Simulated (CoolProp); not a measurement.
Saturation properties of n-heptane (Tc = 541.2 K, pc = 2774 kPa, ω = 0.349).

Model: reference Helmholtz-energy equation of state, Span 2003, in CoolProp. It is a short technical equation, of lower accuracy than the large ones.

```tsv
T (K)	p (kPa)	vapour density (kg/m³)	liquid viscosity (µPa s)	liquid conductivity (mW/(m K))
253	0.3898	?	?	136
279.5	?	0.09637	483	?
306	8.901	0.3539	359	120
332.5	27.35	1.013	277	112
359	?	2.416	219	?
385.5	150.1	5.044	177	97.6
412	290.8	?	144	?
438.5	515.0	16.92	117	84.5
464.9	848.7	28.72	94.9	78.4
491.4	1327	48.41	75.3	72.3
517.9	1990	86.36	56.1	66.2
```

### Question
What belongs in the gaps?

### Answer

- 253, vapour density (kg/m³): 0.01859
- 253, liquid viscosity (µPa s): 689
- 279.5, p (kPa): 2.227
- 279.5, liquid conductivity (mW/(m K)): 128
- 359, p (kPa): 69.05
- 359, liquid conductivity (mW/(m K)): 105
- 412, vapour density (kg/m³): 9.558
- 412, liquid conductivity (mW/(m K)): 90.9

It boils at 371.5 K under 1 atm.

Viscosity comes from a separate model (Michailidou 2014). Thermal conductivity comes from a separate model (Assael 2013).
